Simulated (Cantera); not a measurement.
An isothermal, constant-pressure homogeneous reactor starts with 0.166 % H2, 27.7 % O2, 72.1 % N2, at 1373 K and 0.00237 atm.

Computed with Cantera and GRI-Mech 3.0 (53 species, 325 reactions). Radical loss at walls, strong at low pressure, is not modelled.

One state of this run: x H2 = 0.000261; x O2 = 0.276; x HO2 = 2.60e-8; x OH = 0.000412; x NO = 1.03e-10; x H = 5.10e-5; x H2O = 0.00117. x: mole fraction; the columns are a selection and need not sum to one.

Question: Which value of t (s) does it belong to?
(A) 0.000143
(B) 0.0621
(C) 6.00e-5
(D) 0.148

Answer: D, 0.148
